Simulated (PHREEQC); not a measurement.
Dissolve 150 mmol/kgw H2SO4 and 68 mmol/kgw Al2(SO4)3 at 25 °C. Closed to the air; pH follows from the charge balance.

The numbers come from PHREEQC with the ion-association model, wateq4f.dat.

```
quantity                  before   after
------------------------  ------  ------
pH                          0.97    1.69
ionic strength (mol/kgw)   0.385   0.242
HSO4- (mol/kgw)            0.160  0.0337
SO4-2 (mol/kgw)           0.0465  0.0444
SI of Gibbsite (Al(OH)3)   -7.95   -5.83
SI of Boehmite (AlOOH)     -8.42   -6.31
```

Task: What was changed between the two runs?
A) H2SO4 from 0.15 to 0.03 mol/kgw
B) H2SO4 replaced by MnSO4 at the same molality
C) H2SO4 replaced by CuSO4 at the same molality
D) H2SO4 left out
E) 0.036 mol/kgw Fe2(SO4)3 added

Result: A, H2SO4 from 0.15 to 0.03 mol/kgw

No solid was allowed to form.
